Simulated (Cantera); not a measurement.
Feed: 1 mol Pb, 1.2 mol H2S, 56 mol N2, equilibrated at 1900 K.

These are equilibrium values from Cantera (NASA tables, ideal gas, pure condensed phases), not measurements of a reactor. Candidate condensed phases: Pb, PbS, S; 18 gas species. Rates play no part.

Q: At 30.0 bar, list the 7 most abundant gas species with their mole fractions, and the condensed phases.

A: N2 0.961, H2 0.0175, PbS 0.0145, H2S 0.00288, Pb 0.00265, S2 0.00145, SH 0.000286. Condensed: gas only.
